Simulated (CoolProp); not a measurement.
The fluid at 287.27 K and 1.32 MPa is throttled through a valve to 0.0551 MPa with no heat exchange. The same conditions are run with several fluids, on thermodynamics alone (safety and materials aside).

Computed with CoolProp (reference Helmholtz-energy equation of state of each fluid (hydrogen chloride: Thol 2018; nitrogen: Span 2000; CH3F (R41): Lemmon 2006; methane: Setzmann 1991; nitrous oxide: Lemmon 2006)).

```
fluid              temperature change (K)  final density (kg/m³)
-----------------  ----------------------  ---------------------
hydrogen chloride                   -23.8                  0.922
nitrogen                                …                  0.653
CH3F (R41)                          -28.9                  0.879
methane                                 …                  0.379
nitrous oxide                           …                   1.08
```

Question: Complete the blanks.

Answer: 
- nitrogen, temperature change (K): -2.9
- methane, temperature change (K): -6.1
- nitrous oxide, temperature change (K): -16.4
